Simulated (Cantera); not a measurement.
Feed: 1 mol Si2H6, 4.5 mol O3, 6.2 mol H2, held at 100000 Pa.

Equilibrium computed with Cantera from the NASA thermochemical tables; the gas is ideal and each condensed phase is pure. Candidate condensed phases: H2O, Si, SiO2; 18 gas species. The feed counts by its element totals alone. The tables hold silica as quartz up to 1696 K and as liquid above; real silica turns to tridymite and cristobalite and melts near 1996 K. Gases not in the tables: Si(OH)4. Kinetics and transport are ignored.

Which condensed phases are stable at each of these points (T (°C)): 427, 577, 727, 877, 1027, 1177, 1327, 1477, 1627?


```csv
T (°C),condensed phases,Si condensed (%)
427,SiO2(α-quartz),100.0
577,SiO2(β-quartz),100.0
727,SiO2(β-quartz),100.0
877,SiO2(β-quartz),100.0
1027,SiO2(β-quartz),100.0
1177,SiO2(β-quartz),100.0
1327,SiO2(β-quartz),100.0
1477,SiO2(condensed),100.0
1627,SiO2(condensed),100.0
```

At 427 °C the condensed part is SiO2(α-quartz). From 577 °C to 1327 °C the condensed part is SiO2(β-quartz). From 1477 °C to 1627 °C the condensed part is SiO2(condensed).
